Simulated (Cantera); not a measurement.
An adiabatic, constant-pressure homogeneous reactor starts with H2 : O2 : N2 : NO = 1 : 1.61 : 26 : 0.015 (molar parts), at 1175 K and 1000000 Pa.

Model: GRI-Mech 3.0 (53 species, 325 reactions), integrated in Cantera. The hydrogen kinetics of GRI-Mech 3.0 are dated; newer H2 mechanisms differ, most at raised pressure.

x: mole fraction; the columns are a selection and need not sum to one.

```tsv
t (s)	T (K)	x H2	x O2	x NO	x NO2	x OH	x H2O
1.00e-6	1175	0.0349	0.0562	0.000524	9.39e-11	9.22e-11	3.18e-10
4.46e-6	1175	0.0349	0.0562	0.000524	2.78e-9	5.75e-10	8.65e-9
1.99e-5	1175	0.0349	0.0562	0.000524	2.39e-7	1.66e-8	6.30e-7
8.88e-5	1256	0.0235	0.0506	0.000504	9.62e-6	0.000144	0.0113
0.000396	1431	3.04e-6	0.0395	0.000495	2.35e-5	2.99e-5	0.0355
0.00177	1431	(withheld)	0.0395	0.000506	(withheld)	(withheld)	0.0355
0.00788	1431	4.55e-8	0.0395	0.000513	5.21e-6	9.77e-6	0.0356
0.0352	1431	4.12e-8	0.0395	0.000514	4.71e-6	9.26e-6	0.0356
0.157	1431	4.09e-8	0.0395	0.000514	4.69e-6	9.22e-6	0.0356
0.700	1431	4.09e-8	0.0395	0.000514	4.69e-6	9.22e-6	0.0356
```

Some entries are withheld; supply them.


- 0.00177, x H2: 8.98e-8
- 0.00177, x NO2: 1.20e-5
- 0.00177, x OH: 1.21e-5
